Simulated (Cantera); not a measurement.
**Reactions in the system Cl-O-Pb**

Cantera with NASA thermochemical tables; ideal gases at 1 bar, condensed phases pure. Values are per mole of reaction as written; species without (g) are pure solids or liquids, kept so even where they would boil at 1 bar.

PbCl2(g) → 2 Cl(g) + Pb

```csv
T (K),ΔH° (kJ),ΔS° (J/K),ΔG° (kJ),log10 K,condensed phases
300,416.7,78.1,393.3,-68.47,Pb(s)
500,419.9,86.3,376.8,-39.36,Pb(s)
600,421.7,89.5,368.0,-32.04,Pb(s)
700,428.3,100.4,358.1,-26.72,Pb(l)
800,430.1,102.7,347.9,-22.72,Pb(l)
900,431.8,104.7,337.6,-19.59,Pb(l)
1000,433.4,106.4,327.0,-17.08,Pb(l)
```

2 Cl2(g) + 2 PbO → O2(g) + 2 PbCl2(g)

```
T (K)  ΔH° (kJ)  ΔS° (J/K)  ΔG° (kJ)  log10 K  condensed phases
-----  --------  ---------  --------  -------  ----------------
300        90.7      260.6      12.5    -2.17          PbO(red)
500        85.1      246.7     -38.3     4.00          PbO(red)
600        81.5      240.2     -62.6     5.45          PbO(red)
700        77.7      234.4     -86.3     6.44          PbO(red)
800        73.7      228.9    -109.5     7.15       PbO(yellow)
900        70.0      224.6    -132.1     7.67       PbO(yellow)
1000       66.2      220.6    -154.4     8.07       PbO(yellow)
```
